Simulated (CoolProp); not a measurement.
Saturated liquid density (kg/m³) of C3F8 (R218): the reference equation beside estimates from Tc = 345.0 K, pc = 2.640 MPa, ω = 0.317. Rackett uses Z = 0.29056 − 0.08775 ω.

The numbers come from the reference Helmholtz-energy equation of state, Lemmon 2006 in CoolProp. It is a short technical equation, of lower accuracy than the large ones.

| T (K) | reference | Rackett | van der Waals | Soave-Redlich-Kwong | Peng-Robinson |
|---|---|---|---|---|---|
| 217.6 | 1683 | 1800 | 1044 | 1597 | [?] |
| 223.4 | 1661 | 1777 | 1031 | 1576 | 1781 |
| 229.3 | 1639 | [?] | 1017 | 1555 | 1758 |
| 235.1 | 1616 | 1727 | 1003 | 1532 | 1733 |
| 240.9 | 1594 | 1702 | [?] | 1508 | 1707 |
| 246.7 | 1570 | 1676 | 974.6 | 1484 | 1680 |
| 252.5 | 1546 | 1649 | 959.4 | 1458 | 1652 |
| 258.3 | 1522 | 1621 | 943.7 | 1431 | 1622 |
| 264.2 | 1496 | 1593 | 927.2 | [?] | [?] |
| 270 | 1469 | 1563 | 910.2 | 1371 | 1556 |
| 275.8 | 1442 | 1533 | 892.5 | 1339 | 1520 |
| 281.6 | 1413 | 1501 | 874.0 | [?] | 1482 |

Question: What belongs in the gaps?

Answer: 
- 217.6, Peng-Robinson: 1804
- 229.3, Rackett: 1752
- 240.9, van der Waals: 989.3
- 264.2, Soave-Redlich-Kwong: 1402
- 264.2, Peng-Robinson: 1589
- 281.6, Soave-Redlich-Kwong: 1306

Absolute difference from the reference over all 12 rows, mean and median: Rackett 6.7 and 6.7 %, van der Waals 38.0 and 38.0 %, Soave-Redlich-Kwong 5.9 and 5.6 %, Peng-Robinson 6.6 and 6.9 %.
